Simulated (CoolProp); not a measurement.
Benzene along the isobar 5.36 MPa: density (kg/m³) from the reference equation and from simpler models built on Tc = 562.0 K, pc = 4.906 MPa, ω = 0.211; each cubic takes its own stable root.

Computed with CoolProp (reference Helmholtz-energy equation of state, Thol 2012).

```csv
T (K),phase,reference
550.5,liquid,507.0
555.2,liquid,486.2
559.8,liquid,460.1
564.4,supercritical,421.4
569,supercritical,319.2
573.7,supercritical,214.2
578.3,supercritical,186.1
582.9,supercritical,170.0
587.6,supercritical,158.5
592.2,supercritical,150.0
596.8,supercritical,143.0
601.5,supercritical,137.1
606.1,supercritical,132.2
610.7,supercritical,127.9
615.4,supercritical,123.9
620,supercritical,120.5
```

Problem. How far does each simpler model (Redlich-Kwong, Soave-Redlich-Kwong, Peng-Robinson) lie from the reference over these 16 states: mean and median of the absolute difference, and the worst?

Solution. 
- Redlich-Kwong: mean 6.5 %, median 1.9 %, worst -20.6 % at 559.8 K and 5.36 MPa
- Soave-Redlich-Kwong: mean 8.0 %, median 3.6 %, worst -21.2 % at 564.4 K and 5.36 MPa
- Peng-Robinson: mean 4.9 %, median 2.8 %, worst -13.6 % at 564.4 K and 5.36 MPa
